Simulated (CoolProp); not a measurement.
Water along the isotherm 571.3 K: Z from the reference equation and from simpler models built on Tc = 647.1 K, pc = 22.06 MPa, ω = 0.344; each cubic takes its own stable root.

Computed with CoolProp (reference Helmholtz-energy equation of state, Wagner 2002).

```csv
p (MPa),phase,reference,Redlich-Kwong,Peng-Robinson
0.689,gas,0.9829,0.9847,0.9823
1.38,gas,0.9650,0.9689,0.9640
2.07,gas,0.9463,0.9528,0.9454
2.76,gas,0.9266,0.9363,0.9263
3.45,gas,0.9059,0.9193,0.9066
4.14,gas,0.8840,0.9018,0.8863
4.83,gas,0.8608,0.8838,0.8653
5.52,gas,0.8360,0.8651,0.8435
6.21,gas,0.8094,0.8456,0.8207
6.89,gas,0.7810,0.8257,0.7973
7.58,gas,0.7494,0.8045,0.7722
8.96,liquid,0.04738,0.7586,0.06073
9.65,liquid,0.05092,0.7333,0.06524
10.3,liquid,0.05425,0.7075,0.06947
11,liquid,0.05782,0.09044,0.07400
```

At some of these states Redlich-Kwong gives the other phase, because its saturation line lies elsewhere.
